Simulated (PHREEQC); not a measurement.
# Brine: speciation

Solution (20 °C): 0.73 mol/kgw LiBr, 0.016 mol/kgw BaCl2 and 2.2 mol/kgw NaCl. Closed to the air; pH follows from the charge balance.

Computed with PHREEQC (Pitzer model, pitzer.dat).

- ionic strength: 2.98 mol/kgw
- activity of water: 0.888
- density: 1.123 g/cm³
- osmotic coefficient: 1.116

```tsv
species	molality	activity	log γ
Cl-	2.23	1.26	-0.249
Na+	2.20	2.27	0.013
Br-	0.730	0.467	-0.194
Li+	0.730	1.25	0.233
Ba+2	0.0160	0.00785	-0.309
OH-	9.14e-8	2.94e-8	-0.492
H+	9.14e-8	2.07e-7	0.354
```

No solid was allowed to form. Species that the database lacks are ignored.
